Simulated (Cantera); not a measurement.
An isothermal plug-flow reactor at 825 K and 0.870 bar (inlet), inlet velocity 0.17 m/s, active area per volume 770 1/m; feed CO : O2 : N2 : H2O = 0.0027 : 0.062 : 0.79 : 0.053 (molar parts).

Model: Deutschmann's 1995 Pt surface mechanism with GRI-Mech 3.0 gas chemistry, integrated in Cantera. Catalytic surfaces can have several steady states; this one follows from the mechanism file's or the stated starting coverage. Mass transfer to the wall is taken as infinitely fast.

Task: What does this change do: temperature 825 to 725 K?

Result: 
```csv
quantity,before,after
x(CO) at z = 0.0081 m,<1e-12,0.000115
x(O2) at z = 0.0081 m,0.0669,0.0670
x(H2O) at z = 0.0081 m,0.0585,0.0585
x(CO2) at z = 0.0081 m,0.00298,0.00286
θ(free Pt) at the exit,0.0598,0.0153
θ(O*) at the exit,0.935,0.980
θ(OH*) at the exit,0.00500,0.00458
```
